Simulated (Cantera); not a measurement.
A Cantera script and what it prints.

```python
import numpy as np
import cantera as ct

gas_names = """
    H HO2 H2 H2O H2O2 Nb NbO NbO2 O OH O2 O3
""".split()
cond_names = """
    H2O(s) H2O(L) Nb(cr) Nb(L) NbO(s) NbO(L) NbO2(I) NbO2(II) NbO2(III) NbO2(L) Nb2O5(s) Nb2O5(L)
""".split()


# ... load() reads the species with a 1 bar reference pressure and builds the phases ...
atoms = {
    'Nb': {'Nb': 1},
    'H2O': {'H': 2, 'O': 1},
}
top_T = {}  # K; cautious upper limits of use, not melting points


# ... equilibrate(T, P, feed) seeds the gas with the atoms and calls Mixture.equilibrate('TP', solver="vcs", rtol=1e-11, max_steps=5000) ...
results = []
P = 0.54  # Pa
for T in [2400, 2425, 2450, 2475, 2500, 2525, 2550, 2575, 2600, 2625, 2650, 2675, 2700, 2725]:
    for m in [0.61, 0.77, 0.97, 1.2, 1.5, 1.9, 2.4, 3.1]:
        feed = {'Nb': 1, 'H2O': m}  # mol
        mix = equilibrate(T, P, feed)
        results.append((T, P, feed, dict(zip(mix.species_names, mix.species_moles))))

for T, P, feed, n in results:
    print(f"{T:7g} {feed['H2O']:10.4g}  " + (" + ".join(c for c in cond_names if n.get(c, 0) > 1e-12) or "gas only"))
```

Result:

```
   2400       0.61  Nb(cr)
   2400       0.77  Nb(cr)
   2400       0.97  Nb(cr)
   2400        1.2  gas only
   2400        1.5  gas only
   2400        1.9  gas only
   2400        2.4  gas only
   2400        3.1  gas only
   2425       0.61  Nb(cr)
   2425       0.77  Nb(cr)
   2425       0.97  Nb(cr)
   2425        1.2  gas only
   2425        1.5  gas only
   2425        1.9  gas only
   2425        2.4  gas only
   2425        3.1  gas only
   2450       0.61  Nb(cr)
   2450       0.77  Nb(cr)
   2450       0.97  Nb(cr)
   2450        1.2  gas only
   2450        1.5  gas only
   2450        1.9  gas only
   2450        2.4  gas only
   2450        3.1  gas only
   2475       0.61  Nb(cr)
   2475       0.77  Nb(cr)
   2475       0.97  Nb(cr)
   2475        1.2  gas only
   2475        1.5  gas only
   2475        1.9  gas only
   2475        2.4  gas only
   2475        3.1  gas only
   2500       0.61  Nb(cr)
   2500       0.77  Nb(cr)
   2500       0.97  Nb(cr)
   2500        1.2  gas only
   2500        1.5  gas only
   2500        1.9  gas only
   2500        2.4  gas only
   2500        3.1  gas only
   2525       0.61  Nb(cr)
   2525       0.77  Nb(cr)
   2525       0.97  Nb(cr)
   2525        1.2  gas only
   2525        1.5  gas only
   2525        1.9  gas only
   2525        2.4  gas only
   2525        3.1  gas only
   2550       0.61  Nb(cr)
   2550       0.77  Nb(cr)
   2550       0.97  Nb(cr)
   2550        1.2  gas only
   2550        1.5  gas only
   2550        1.9  gas only
   2550        2.4  gas only
   2550        3.1  gas only
   2575       0.61  Nb(cr)
   2575       0.77  Nb(cr)
   2575       0.97  gas only
   2575        1.2  gas only
   2575        1.5  gas only
   2575        1.9  gas only
   2575        2.4  gas only
   2575        3.1  gas only
   2600       0.61  Nb(cr)
   2600       0.77  Nb(cr)
   2600       0.97  gas only
   2600        1.2  gas only
   2600        1.5  gas only
   2600        1.9  gas only
   2600        2.4  gas only
   2600        3.1  gas only
   2625       0.61  Nb(cr)
   2625       0.77  Nb(cr)
   2625       0.97  gas only
   2625        1.2  gas only
   2625        1.5  gas only
   2625        1.9  gas only
   2625        2.4  gas only
   2625        3.1  gas only
   2650       0.61  Nb(cr)
   2650       0.77  Nb(cr)
   2650       0.97  gas only
   2650        1.2  gas only
   2650        1.5  gas only
   2650        1.9  gas only
   2650        2.4  gas only
   2650        3.1  gas only
   2675       0.61  Nb(cr)
   2675       0.77  Nb(cr)
   2675       0.97  gas only
   2675        1.2  gas only
   2675        1.5  gas only
   2675        1.9  gas only
   2675        2.4  gas only
   2675        3.1  gas only
   2700       0.61  Nb(cr)
   2700       0.77  Nb(cr)
   2700       0.97  gas only
   2700        1.2  gas only
   2700        1.5  gas only
   2700        1.9  gas only
   2700        2.4  gas only
   2700        3.1  gas only
   2725       0.61  Nb(cr)
   2725       0.77  gas only
   2725       0.97  gas only
   2725        1.2  gas only
   2725        1.5  gas only
   2725        1.9  gas only
   2725        2.4  gas only
   2725        3.1  gas only
```

These are equilibrium values from Cantera (NASA tables, ideal gas, pure condensed phases), not measurements of a reactor. Condensed phases not in the tables: N, O or C dissolved in the metal.
